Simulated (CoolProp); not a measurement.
Properties of R1224YDZ at several states (Tc = 428.7 K, pc = 3.334 MPa, ω = 0.325).

Model: reference Helmholtz-energy equation of state, Akasaka 2023, in CoolProp.

| T (K) | p (MPa) | phase | density (kg/m³) | speed of sound (m/s) | Joule-Thomson coefficient (K/MPa) |
|---|---|---|---|---|---|
| 191.3 | 0.583 | liquid | ___ | ___ | ___ |
| 420.9 | 0.0535 | gas | 2.284 | ___ | ___ |
| 366.4 | 0.0122 | gas | 0.5959 | 147.8 | ___ |

### Question
What belongs in the gaps?

### Answer

- 191.3, density (kg/m³): 1627
- 191.3, speed of sound (m/s): 1059
- 191.3, Joule-Thomson coefficient (K/MPa): -0.4381
- 420.9, speed of sound (m/s): 157.4
- 420.9, Joule-Thomson coefficient (K/MPa): 9.521
- 366.4, Joule-Thomson coefficient (K/MPa): 15.06
